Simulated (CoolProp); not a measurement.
A single-stage vapour-compression cycle with the fluid: evaporating at 295.15 K (dew point), condensing at 346.15 K (bubble point), superheat 5 K, subcooling 8 K, compressor efficiency 0.65, no pressure losses. The same conditions are run with several fluids, on thermodynamics alone (safety and materials aside).

Model: reference Helmholtz-energy equation of state of each fluid (n-hexane: Thol 2019; R21: Platzer 1990; fluoroethane (R161): Wu 2012; ammonia: Gao 2020; propylene: Lemmon 2013; R141b: Lemmon 2006), in CoolProp. The equations of Platzer and Polt are older, rougher fits.

| fluid | cooling COP | pressure ratio | discharge temperature (K) | refrigerating effect (kJ/kg) | volumetric capacity (kJ/m³) |
|---|---|---|---|---|---|
| n-hexane | 3.23 | 6.55 | 350.7 | 275 | 170 |
| R21 | 3.30 | … | 397.0 | 189 | 1340 |
| fluoroethane (R161) | 2.90 | 3.35 | 381.1 | 248 | … |
| ammonia | 3.07 | 3.88 | 447.1 | 979 | 6790 |
| propylene | 2.69 | 3.05 | 372.2 | … | … |
| R141b | 3.32 | 5.01 | 372.1 | 181 | … |

### Question
What belongs in the gaps?

### Answer

- R21, pressure ratio: 4.41
- fluoroethane (R161), volumetric capacity (kJ/m³): 4750
- propylene, refrigerating effect (kJ/kg): 226
- propylene, volumetric capacity (kJ/m³): 4930
- R141b, volumetric capacity (kJ/m³): 611
